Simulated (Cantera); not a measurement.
Feed: 1 mol SiCl₄, 0.42 mol H₂, held at 250 °C and 0.133 bar.

Cantera equilibrium calculation (NASA polynomials, part measured and part estimated; ideal gas, pure solids and liquids). Candidate condensed phases: Si; 19 gas species. The numbers say what is thermodynamically allowed, not how fast it happens.

Question: What is the equilibrium state?

Answer: 
```
Quantity                              Value
--------------------------------  ---------
x(SiCl₄)                              0.703
x(H₂)                                 0.295
x(HCl)                             0.000841
x(SiHCl₃)                          0.000841
gas amount                        1.420 mol
log10 activity of Si(s) (absent)      -8.35
```
